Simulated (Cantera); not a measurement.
Input: 1 mol Si2H6, 17 mol O2, 56 mol N2, held at 1023.15 K and 1.00 bar.

Cantera equilibrium calculation (NASA polynomials, part measured and part estimated; ideal gas, pure solids and liquids). Candidate condensed phases: H2O, Si, SiO2, Si2N2O, Si3N4; 35 gas species. The feed counts by its element totals alone. Rates play no part.

Base state: N2 0.772, O2 0.186, H2O 0.0414, NO 3.74e-5 (mole fractions); condensed: SiO2(β-quartz).

**Question.** What changes in the equilibrium state with this change: O2 from 17 to 0.25 mol?

**Answer.** 
```
species               before   after
-------------------  -------  ------
N2                     0.772   0.948
H2                     <1e-9  0.0519
O2                     0.186   <1e-9
H2O                   0.0414   <1e-9
NO                   3.74e-5   <1e-9
SiO2(β-quartz), mol     2.00       0
Si2N2O(s), mol             0   0.500
Si3N4(s), mol              0   0.333
```
N2 is the only nitrogen source here; it is nearly inert below about 1500 K, so the nitride shown seldom forms there in practice. Mutual solubility and eutectic melting of coexisting phases are not modelled.

**Question.** What changes in the equilibrium state with this change: Si2H6 replaced by TEOS?

**Answer.** 
```tsv
species	before	after
N2	0.772	0.709
H2O	0.0414	0.127
CO2	0	0.101
O2	0.186	0.0633
NO	3.74e-5	2.09e-5
SiO2(β-quartz), mol	2.00	1.00
```
Further candidate phases: C, C6H6, C7H8, C8H18, SiC.

**Question.** What changes in the equilibrium state with this change: O2 from 17 to 2.5 mol?

**Answer.** 
| species | before | after |
|---|---|---|
| N2 | 0.772 | 0.949 |
| H2 | <1e-9 | 0.0339 |
| H2O | 0.0414 | 0.0169 |
| O2 | 0.186 | <1e-9 |
| NO | 3.74e-5 | <1e-9 |
| SiO2(β-quartz), mol | 2.00 | 2.00 |
